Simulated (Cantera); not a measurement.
A perfectly stirred reactor is fed with 47.6 % NH3, 52.4 % N2, at 0.138 atm; it is held at 1923 K, and followed from long to short residence time.

Computed with Cantera and the gas-phase N/H chemistry of the illustrative SiF4/NH3 mechanism in the Surface Chemkin manual (1991). Walls and surfaces, which speed up NH3 decomposition in real reactors, are not modelled.

**Question.** Predict: x(NH3) at τ = 23.0 s; x(NH) at τ = 23.0 s; x(N2) at τ = 23.0 s; x(H2) at τ = 23.0 s; x(NH2) at τ = 23.0 s; x(NH3) at τ = 80.0 ms; x(NH) at τ = 80.0 ms; x(N2) at τ = 80.0 ms; x(H2) at τ = 80.0 ms; x(NH2) at τ = 80.0 ms.

**Answer.** 
* **x(NH3) at τ = 23.0 s**: 0.0102
* **x(NH) at τ = 23.0 s**: 2.43e-6
* **x(N2) at τ = 23.0 s**: 0.516
* **x(H2) at τ = 23.0 s**: 0.473
* **x(NH2) at τ = 23.0 s**: 4.31e-5
* **x(NH3) at τ = 80.0 ms**: 0.399
* **x(NH) at τ = 80.0 ms**: 7.13e-6
* **x(N2) at τ = 80.0 ms**: 0.522
* **x(H2) at τ = 80.0 ms**: 0.0779
* **x(NH2) at τ = 80.0 ms**: 0.000551
